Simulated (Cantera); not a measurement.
Input (Python, Cantera):

```python
import numpy as np
import cantera as ct

gas = ct.Solution("gri30.yaml")
gas.TPX = 450, 100000, {'CH4': 1, 'O2': 2, 'N2': 7.8}
flame = ct.FreeFlame(gas, width=0.04)
flame.set_refine_criteria(ratio=3, slope=0.08, curve=0.16)
flame.transport_model = "mixture-averaged"
flame.solve(loglevel=0, auto=True)
flame.transport_model = "multicomponent"
flame.soret_enabled = True
flame.solve(loglevel=0, refine_grid=True)
z, T = flame.grid, flame.T
thick = (T[-1] - T[0]) / np.gradient(T, z).max()
show = ['CH4', 'O2', 'CH2O', 'H', 'OH', 'C2H4']
print(f"laminar burning velocity  {flame.velocity[0] * 100:.3f} cm/s")
print(f"burnt temperature         {T[-1]:.1f} K")
print(f"thermal thickness         {thick * 1e3:.4f} mm")
print(f"grid points               {len(z)}")
z0 = z[flame.heat_release_rate.argmax()]
print(f"{'z/mm':>9s}{'T/K':>9s}{'u/(m/s)':>9s}" + "".join(f"{s:>11s}" for s in show))
rows = []
for k in (-3, -2, -1.5, -1, -0.5, -0.25, 0, 0.25, 0.5, 1, 2, 4, 8):
    zz = z0 + k * thick
    rows.append([k * thick, np.interp(zz, z, T), np.interp(zz, z, flame.velocity),
                 *(np.interp(zz, z, flame.X[gas.species_index(s)]) for s in show)])
    print(f"{rows[-1][0] * 1e3:9.3f}{rows[-1][1]:9.1f}{rows[-1][2]:9.3f}" + "".join(f"{x:11.3e}" for x in rows[-1][3:]))
```

Output:

```
laminar burning velocity  70.574 cm/s
burnt temperature         2277.8 K
thermal thickness         0.4027 mm
grid points               155
     z/mm      T/K  u/(m/s)        CH4         O2       CH2O          H         OH       C2H4
   -1.208    450.1    0.706  9.254e-02  1.851e-01  3.112e-08  3.319e-16  1.309e-12  4.360e-09
   -0.805    451.4    0.709  9.226e-02  1.849e-01  8.317e-07  1.069e-12  3.869e-10  1.171e-07
   -0.604    457.9    0.720  9.140e-02  1.845e-01  6.457e-06  5.495e-11  9.728e-09  9.332e-07
   -0.403    511.9    0.807  8.670e-02  1.813e-01  7.845e-05  2.574e-08  4.236e-07  1.278e-05
   -0.201    911.7    1.456  6.215e-02  1.497e-01  7.280e-04  6.411e-05  2.873e-05  1.935e-04
   -0.101   1335.6    2.157  3.441e-02  1.076e-01  1.012e-03  5.965e-04  2.810e-04  4.393e-04
    0.000   1728.2    2.815  7.721e-03  5.908e-02  6.080e-04  3.084e-03  2.250e-03  2.678e-04
    0.101   1881.2    3.064  4.662e-04  3.259e-02  7.996e-05  6.140e-03  6.122e-03  1.104e-05
    0.201   1926.2    3.124  1.401e-05  2.415e-02  2.948e-06  7.209e-03  7.854e-03  1.089e-07
    0.403   1979.6    3.194  2.703e-08  1.969e-02  6.437e-09  6.813e-03  8.337e-03  4.271e-11
    0.805   2045.9    3.287  2.525e-12  1.682e-02  9.322e-11  5.161e-03  8.023e-03  4.480e-15
    1.611   2119.1    3.390 -9.397e-16  1.399e-02  6.626e-11  3.268e-03  7.175e-03 -1.124e-15
    3.221   2185.7    3.482  1.005e-15  1.117e-02  4.362e-11  1.859e-03  6.017e-03  8.979e-16
```

Cantera simulation using GRI-Mech 3.0 (53 species, 325 reactions); the numbers are that mechanism's predictions, not measurements. Burning velocities carry a grid error of a few per cent, more on coarse grids.
